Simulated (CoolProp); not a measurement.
Vapour pressure (MPa) of C3F8 (R218): the reference equation beside estimates from Tc = 71.9 °C, pc = 2.640 MPa, ω = 0.317. Clausius-Clapeyron is anchored at -18.95 °C with a constant enthalpy of vaporisation of 18.47 kJ/mol.

Computed with CoolProp (reference Helmholtz-energy equation of state, Lemmon 2006). It is a short technical equation, of lower accuracy than the large ones.

```tsv
T (°C)	reference	Lee-Kesler	Clausius-Clapeyron	van der Waals	Redlich-Kwong	Soave-Redlich-Kwong	Peng-Robinson
-32.55	0.1223	0.1222	0.1298	0.5191	0.2236	0.1221	0.1219
-29.75	0.1378	0.1379	0.1443	0.5506	0.2464	0.1378	0.1374
-27.05	0.1543	0.1545	0.1595	0.5822	0.2700	0.1544	0.1537
-24.35	0.1722	0.1725	0.1759	0.6148	0.2952	0.1724	0.1714
-21.65	0.1916	0.1922	0.1936	0.6487	0.3220	0.1921	0.1907
-18.95	0.2127	0.2134	0.2127	[?]	0.3505	0.2134	0.2117
-16.25	[?]	0.2365	[?]	0.7200	0.3808	0.2365	0.2344
-13.55	0.2601	0.2613	0.2551	0.7575	0.4128	0.2614	0.2589
-10.85	0.2867	0.2881	0.2786	[?]	0.4467	0.2884	0.2854
-8.15	0.3152	0.3168	0.3037	0.8361	0.4825	0.3174	[?]
-5.45	0.3459	0.3477	0.3305	0.8773	0.5202	0.3485	0.3445
-2.75	0.3787	0.3808	0.3590	0.9197	0.5600	0.3819	0.3773
-0.05	[?]	0.4161	0.3894	0.9635	0.6018	0.4177	0.4125
```

### Question
Complete the blanks.

### Answer

- -18.95, van der Waals: 0.6838
- -16.25, reference: 0.2355
- -16.25, Clausius-Clapeyron: 0.2332
- -10.85, van der Waals: 0.7962
- -8.15, Peng-Robinson: 0.3139
- -0.05, reference: 0.4138

Absolute difference from the reference over all 13 rows, mean and median: Lee-Kesler 0.4 and 0.4 %, Clausius-Clapeyron 3.3 and 3.4 %, van der Waals 214.4 and 205.7 %, Redlich-Kwong 62.6 and 61.7 %, Soave-Redlich-Kwong 0.4 and 0.4 %, Peng-Robinson 0.4 and 0.4 %.
